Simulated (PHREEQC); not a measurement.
Consider water at 15 °C with 0.2 mol CuCl2 per kg of water. Closed to the air; pH follows from the charge balance.

Model: ion-association model, phreeqc.dat, run in PHREEQC.

| quantity | before | after |
|---|---|---|
| pH | 4.25 | 3.67 |
| ionic strength (mol/kgw) | 0.543 | 0.317 |
| Cl- (mol/kgw) | 0.371 | 0.253 |
| Cu+2 (mol/kgw) | 0.172 | 0.0642 |
| CuCl+ (mol/kgw) | 0.0258 | 0.124 |
| CuCl2 (mol/kgw) | 0.00170 | 0.0114 |

### Question
Which change was made?
(A) temperature from 15 to 70 °C
(B) CuCl2 from 0.2 to 0.22 mol/kgw
(C) temperature from 15 to 10 °C
(D) temperature from 15 to 85 °C

### Answer
D, temperature from 15 to 85 °C

This is a speciation only: nothing precipitates in the calculation. Away from 25 °C the constants follow the database's enthalpies or fits; those with neither stay at their 25 °C values.
